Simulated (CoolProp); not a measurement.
Properties of normal hydrogen along the isobar 582 kPa (Tc = -240.0 °C, pc = 1296 kPa, ω = -0.219).

Model: reference Helmholtz-energy equation of state, Leachman 2009, in CoolProp.

| T (°C) | phase | density (kg/m³) | cp (kJ/(kg K)) | Prandtl number | fugacity coefficient |
|---|---|---|---|---|---|
| -249.65 | liquid | 67.57 | 11.54 | 1.21 | 0.3600 |
| -212.75 | gas | 2.396 | 10.99 | 0.674 | 0.9753 |
| -175.85 | gas | 1.453 | 11.32 | ? | 0.9982 |
| -138.95 | gas | 1.049 | 12.28 | 0.684 | 1.003 |
| -102.05 | gas | 0.8216 | 13.11 | 0.686 | 1.004 |
| -65.15 | gas | 0.6758 | ? | 0.685 | 1.004 |
| -28.15 | gas | 0.5738 | ? | 0.684 | 1.004 |
| 8.75 | gas | 0.4988 | ? | 0.684 | 1.004 |
| 45.65 | gas | 0.4412 | 14.38 | 0.684 | 1.003 |
| 82.55 | gas | 0.3955 | ? | ? | 1.003 |

**Question.** What belongs in the gaps?

**Answer.** 
- -175.85, Prandtl number: 0.675
- -65.15, cp (kJ/(kg K)): 13.67
- -28.15, cp (kJ/(kg K)): 14.04
- 8.75, cp (kJ/(kg K)): 14.26
- 82.55, cp (kJ/(kg K)): 14.45
- 82.55, Prandtl number: 0.683

Viscosity comes from a separate model (Muzny 2013). Thermal conductivity comes from a separate model (Assael 2011).
